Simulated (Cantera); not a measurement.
A jet of CH4 : O2 : N2 = 0.038 : 0.088 : 0.79 (molar parts) at 300 K and 8800 Pa hits a platinum plate 2.5 cm away at a mass flux of 0.024 kg/m²/s; the plate temperature is set and raised in steps from an oxygen-covered start.

Detailed kinetics in Cantera: Deutschmann's 1995 Pt surface mechanism with GRI-Mech 3.0 gas chemistry. Catalytic surfaces can have several steady states; this one follows from the mechanism file's or the stated starting coverage.

One state of this run: wall x CH4 = 0.00657; wall x O2 = 0.0222; wall x H2O = 0.0647; wall x OH = 1.36e-6; wall x CO = 1.10e-5; wall x CO2 = 0.0425; θ free Pt = 0.583; θ O* = 0.415; θ OH* = 0.00122. x: mole fraction at the wall; θ: surface coverage.

Q: Which value of plate T (K) does it belong to?
(A) 1050
(B) 1100
(C) 950
(D) 1000

A: B, 1100
